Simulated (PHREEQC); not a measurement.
Make-up at 20 °C: 0.038 mol/kgw ZnSO4 and 0.013 mol/kgw H2SO4. Closed to the air; pH follows from the charge balance.

All values are PHREEQC results (ion-association model, phreeqc.dat), not measurements.

### Question
The ionic strength comes out as 0.103 mol/kgw. What activity coefficients do SO4-2, H+, HSO4-, Zn(SO4)2-2, Zn+2 get?

### Answer
SO4-2 0.37, H+ 0.83, HSO4- 0.78, Zn(SO4)2-2 0.37, Zn+2 0.37.

Precipitation was switched off in this run. Species that the database lacks are ignored.
